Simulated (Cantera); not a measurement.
Charge: 1 mol MgCO3, 0.037 mol CO2, equilibrated at 1627 °C and 10.0 mbar.

Method: chemical equilibrium by Gibbs-energy minimisation in Cantera with the NASA 1993 tables (ideal gas, pure condensed phases). Candidate condensed phases: C, Mg, MgCO3, MgO; 15 gas species. Rates play no part.

Problem. What is the equilibrium state?

Solution. 
| Quantity | Value |
|---|---|
| x(CO2) | 0.943 |
| x(CO) | 0.0378 |
| x(O2) | 0.0187 |
| x(O) | 0.000408 |
| x(Mg) | 3.21e-6 |
| n(MgO(s)) | 1.000 mol |
| gas amount | 1.057 mol |
| log10 activity of Mg(l) (absent) | -8.84 |
| log10 activity of C(graphite) (absent) | -9.19 |
